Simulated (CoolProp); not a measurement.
Vapour-liquid equilibrium of R22 (1) + R115 (2) at 0.0291 MPa; x and y are mole fractions of (1).

The numbers come from the multi-fluid Helmholtz-energy mixture model, Kamei 1995 and Lemmon 2016; pair parameters Bell 2016 in CoolProp.

| x | bubble temperature, mixture model (°C) | bubble temperature, Raoult's law (°C) | y, mixture model | y, Raoult's law |
|---|---|---|---|---|
| 0.05 | -65.8 | -63.8 | 0.153 | 0.052 |
| 0.15 | -67.7 | -63.8 | 0.297 | 0.155 |
| 0.25 | -68.4 | -63.9 | 0.364 | 0.257 |
| 0.35 | -68.7 | -64.0 | 0.407 | 0.358 |
| 0.45 | -68.8 | -64.0 | 0.446 | 0.459 |
| 0.55 | -68.7 | -64.1 | 0.491 | 0.559 |
| 0.65 | -68.3 | -64.1 | 0.550 | 0.658 |
| 0.75 | -67.7 | -64.2 | 0.631 | 0.756 |
| 0.85 | -66.7 | -64.2 | 0.745 | 0.854 |
| 0.95 | -65.2 | -64.3 | 0.902 | 0.952 |

The largest gap from Raoult's law is -4.8 K in bubble temperature, at x = 0.45. y crosses x between x = 0.35 and 0.45: the model has an azeotrope there.

The pair parameters rest on a limited set of measurements; away from them the model extrapolates.
